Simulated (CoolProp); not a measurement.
A closed Brayton cycle with nitrogen: compressor inlet 333.15 K and 1.2 MPa, high pressure 3.38 MPa, turbine inlet 685 K, compressor efficiency 0.8, turbine efficiency 0.93, recuperator effectiveness 0.95 (on enthalpy, no pinch check). Each further row changes one setting.

The numbers come from the reference Helmholtz-energy equation of state, Span 2000 in CoolProp.

```tsv
case	thermal efficiency (%)	net work (kJ/kg)	compressor to turbine work	compressor exit (K)	turbine exit (K)
as stated	12.5	22.0	0.87	476.3	526.3
turbine inlet 635 K	5.7	9.21	0.94	476.3	486.7
compressor inlet 343.15 K	10.0	17.4	0.90	490.4	526.3
high pressure 2.87 MPa	16.1	24.8	0.83	450.8	548.8
recuperator effectiveness 0.5	11.0	22.0	0.87	476.3	526.3
```
